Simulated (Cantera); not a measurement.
Feed: 1 mol SiO₂, 1.1 mol HF, 10 mol H₂, at 1048 K and 7.90e-5 bar.

Cantera equilibrium calculation (NASA polynomials, part measured and part estimated; ideal gas, pure solids and liquids). Candidate condensed phases: H₂O, Si, SiO₂; 38 gas species. Equilibrium is a limit: real reactors are often held back by kinetics, nucleation or transport.

Base state: H₂ 0.902, HF 0.0930, H₂O 0.00310, SiF₄ 0.00155 (mole fractions); condensed: SiO₂(β-quartz).

**Question.** What changes in the equilibrium state with this change: HF from 1.1 to 14 mol?

**Answer.** 
```tsv
species	before	after
HF	0.0930	0.530
H₂	0.902	0.423
H₂O	0.00310	0.0315
SiF₄	0.00155	0.0158
SiO₂(β-quartz), mol	0.983	0.628
```

**Question.** What changes in the equilibrium state with this change: H₂ from 10 to 0.97 mol?

**Answer.** 
| species | before | after |
|---|---|---|
| HF | 0.0930 | 0.483 |
| H₂ | 0.902 | 0.475 |
| H₂O | 0.00310 | 0.0279 |
| SiF₄ | 0.00155 | 0.0139 |
| SiO₂(β-quartz), mol | 0.983 | 0.972 |

**Question.** What changes in the equilibrium state with this change: H₂ from 10 to 1.9 mol?

**Answer.** 
```tsv
species	before	after
H₂	0.902	0.639
HF	0.0930	0.336
H₂O	0.00310	0.0171
SiF₄	0.00155	0.00857
SiO₂(β-quartz), mol	0.983	0.974
```
